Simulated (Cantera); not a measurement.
Charge: 1 mol Al2O3, 0.35 mol H2O, held at 0.00133 bar.

Method: chemical equilibrium by Gibbs-energy minimisation in Cantera with the NASA 1993 tables (ideal gas, pure condensed phases). Candidate condensed phases: Al, Al2O3, H2O; 19 gas species. Kinetics and transport are ignored.

Problem. Which condensed phases are stable at each of these points (T (°C)): 877, 977, 1077, 1177, 1277, 1377, 1477, 1577, 1677, 1777, 1877, 1977, 2077, 2177?

Solution. 
```tsv
T (°C)	condensed phases	Al condensed (%)
877	Al2O3(s)	100.0
977	Al2O3(s)	100.0
1077	Al2O3(s)	100.0
1177	Al2O3(s)	100.0
1277	Al2O3(s)	100.0
1377	Al2O3(s)	100.0
1477	Al2O3(s)	100.0
1577	Al2O3(s)	100.0
1677	Al2O3(s)	100.0
1777	Al2O3(s)	100.0
1877	Al2O3(s)	100.0
1977	Al2O3(s)	100.0
2077	Al2O3(l)	100.0
2177	Al2O3(l)	100.0
```

From 877 °C to 1977 °C the condensed part is Al2O3(s). From 2077 °C to 2177 °C the condensed part is Al2O3(l).
